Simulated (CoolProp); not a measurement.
A closed Brayton cycle with carbon dioxide: compressor inlet 317.15 K and 9.5 MPa, high pressure 27.6 MPa, turbine inlet 935 K, compressor efficiency 0.85, turbine efficiency 0.9, recuperator effectiveness 0.9 (on enthalpy, no pinch check). Each further row changes one setting.

Values from CoolProp's reference Helmholtz-energy equation of state, Span 1996.

| case | thermal efficiency (%) | net work (kJ/kg) | compressor to turbine work | compressor exit (K) | turbine exit (K) |
|---|---|---|---|---|---|
| as stated | 38.0 | 122 | 0.24 | 373.8 | 796.9 |
| turbine inlet 885 K | 36.7 | 113 | 0.25 | 373.8 | 751.6 |
| compressor inlet 327.15 K | 36.9 | 109 | 0.32 | 408.3 | 796.9 |
| high pressure 23.5 MPa | 36.1 | 107 | 0.22 | 364.8 | 817.1 |
| recuperator effectiveness 0.5 | 23.4 | 122 | 0.24 | 373.8 | 796.9 |
